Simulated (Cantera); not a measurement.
## CuO + CO + H2 (carbothermic reduction)

Input: 1 mol CuO, 0.52 mol CO, 5.8 mol H2, held at 75.0 Torr.

Equilibrium computed with Cantera from the NASA thermochemical tables; the gas is ideal and each condensed phase is pure. Candidate condensed phases: C, C6H6, C7H8, C8H18, Cu, CuO, Cu(OH)2, Cu2O, H2O; 113 gas species. Rates play no part.

From 800 K to 1200 K the condensed part is Cu(s). From 1400 K to 2000 K the condensed part is Cu(l). From 2200 K to 2600 K nothing is condensed.

| T (K) | x H2 | x H2O | x Cu | x H | x CO | x CO2 | x CH4 | x OH | n Cu(s) | n Cu(l) |
|---|---|---|---|---|---|---|---|---|---|---|
| 800 | 0.750 | 0.163 | <1e-12 | 7.93e-12 | 0.0317 | 0.0291 | 0.0258 | <1e-12 | 1.00 | 0 |
| 1000 | 0.776 | 0.141 | 1.56e-10 | 6.32e-9 | 0.0652 | 0.0170 | 8.15e-5 | 2.55e-12 | 1.00 | 0 |
| 1200 | 0.770 | 0.148 | 1.23e-7 | 5.47e-7 | 0.0722 | 0.0101 | 9.10e-7 | 8.41e-10 | 1.000 | 0 |
| 1400 | 0.766 | 0.151 | 1.35e-5 | 1.35e-5 | 0.0754 | 0.00686 | 3.61e-8 | 5.29e-8 | 0 | 1.000 |
| 1600 | 0.764 | 0.153 | 0.000398 | 0.000150 | 0.0771 | 0.00514 | 3.21e-9 | 1.18e-6 | 0 | 0.997 |
| 1800 | 0.759 | 0.153 | 0.00541 | 0.000986 | 0.0777 | 0.00411 | 4.86e-10 | 1.31e-5 | 0 | 0.965 |
| 2000 | 0.726 | 0.148 | 0.0431 | 0.00438 | 0.0752 | 0.00334 | 9.70e-11 | 8.90e-5 | 0 | 0.713 |
| 2200 | 0.647 | 0.133 | 0.134 | 0.0143 | 0.0679 | 0.00264 | 2.08e-11 | 0.000410 | 0 | 0 |
| 2400 | 0.626 | 0.130 | 0.133 | 0.0398 | 0.0672 | 0.00236 | 7.09e-12 | 0.00152 | 0 | 0 |
| 2600 | 0.582 | 0.123 | 0.130 | 0.0926 | 0.0654 | 0.00213 | 2.59e-12 | 0.00452 | 0 | 0 |
x: gas mole fraction; n: condensed amount in mol.
